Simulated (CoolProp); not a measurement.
Model: reference Helmholtz-energy equation of state, Guder 2009, in CoolProp.

Problem. Give the vapour pressure (MPa), vapour density (kg/m³), enthalpy of vaporisation (kJ/kg), liquid conductivity (mW/(m K)) of saturated sulfur hexafluoride at -27.35, -4.65, -0.15 °C.

Solution. 
| T (°C) | p (MPa) | vapour density (kg/m³) | enthalpy of vaporisation (kJ/kg) | liquid conductivity (mW/(m K)) |
|---|---|---|---|---|
| -27.35 | 0.540 | 44.2 | 100 | 70.3 |
| -4.65 | 1.10 | 91.1 | 87.2 | 63.2 |
| -0.15 | 1.25 | 104 | 84.1 | 61.8 |

Thermal conductivity comes from a separate model (Assael 2012).
